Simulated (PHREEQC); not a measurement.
Dissolve 1.3 mmol/kgw HF, 0.94 mmol/kgw KF and 14 mmol/kgw HCl at 85 °C. Closed to the air; pH follows from the charge balance.

All values are PHREEQC results (ion-association model, wateq4f.dat), not measurements.

Each row changes one thing in this solution. This is a speciation only: nothing precipitates in the calculation.

```
case                                            pH  ionic strength (mol/kgw)  F- (mol/kgw)  H2F2 (mol/kgw)  HF2- (mol/kgw)
--------------------------------------------  ----  ------------------------  ------------  --------------  --------------
as made                                       1.93                    0.0140       4.38e-5         1.16e-6         4.07e-7
KF replaced by Pb(BF4)2 at the same molality  1.95                    0.0143      0.000167         1.52e-5         5.61e-6
diluted 100-fold with water                   3.85                         …       1.33e-5        2.00e-11        5.11e-10
HF left out                                   1.93                    0.0140       1.84e-5         2.05e-7         7.18e-8
KF from 0.00094 to 0.00141 mol/kgw            1.95                    0.0141             …         1.69e-6         6.16e-7
temperature from 85 to 15 °C                  1.92                    0.0142      0.000155               …         1.12e-6
```

Fill in the missing entries.


- diluted 100-fold with water, ionic strength (mol/kgw): 0.000153
- KF from 0.00094 to 0.00141 mol/kgw, F- (mol/kgw): 5.49e-5
- temperature from 85 to 15 °C, H2F2 (mol/kgw): 1.57e-5

Complexes and solids missing from the database can't appear. Constants without temperature data keep their 25 °C values here. Real BF4- forms and hydrolyses slowly; the run takes it at equilibrium.
